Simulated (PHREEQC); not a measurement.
Make-up at 25 °C: 0.0018 mol H3PO4, 0.00011 mol K2HPO4 and 0.00051 mol ZnSO4 per kg of water. Closed to the air; pH follows from the charge balance.

Computed with PHREEQC (ion-association model, wateq4f.dat).

Precipitation was switched off in this run.

Task: Predict the pH, ionic strength.

Result: pH 2.89; ionic strength 0.00345 mol/kgw.

Task: In which forms is P present?

Result: H2PO4- 85 %, H3PO4 15 % of the P.

H3PO4, which wateq4f.dat lacks, is added to it with the constant of phreeqc.dat. The database has no phosphate complexes of Zn.
